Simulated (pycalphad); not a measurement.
Computed with pycalphad from the COST 507 light-alloy database (1999), at 1 atm. These are 1990s assessments: newer ones move some temperatures and phases. Amounts are mole fractions of atoms.

Question: Give the equilibrium state of Al-7.215Si-6.623C (wt.%) at 2075 K.

Answer: liquid, fraction 0.725, with 9.1 Si, 1.2 C wt.%; AL4C3, fraction 0.275, with 0.80 Si, 25.0 C wt.%.

Question: Give the equilibrium state of Al-7.215Si-6.623C (wt.%) at 575 K.

Answer: 
```
T = 575.00 K, P = 101325 Pa, N = 1 mol of atoms
G = -25977 J/mol, H = -4015 J/mol, S = 38.19 J/(mol K)  (SER reference)
chemical potentials (J/mol): Al -18844, Si -12999, C -73330
phase             fraction      x(Al)      x(Si)       x(C)
FCC_A1              0.6409     0.9994    0.00059      1e-14
AL8SIC7             0.3150     0.5000     0.0625     0.4375
DIAMOND_A4          0.0441   4.26e-10     1.0000      1e-14
```

Database names, with the compositions (at.%) that they take in these runs: AL4C3: Al 56 C 43 Si 0; AL8SIC7: Al 50 C 44 Si 6. FCC_A1 is fcc; DIAMOND_A4 is diamond (Si).
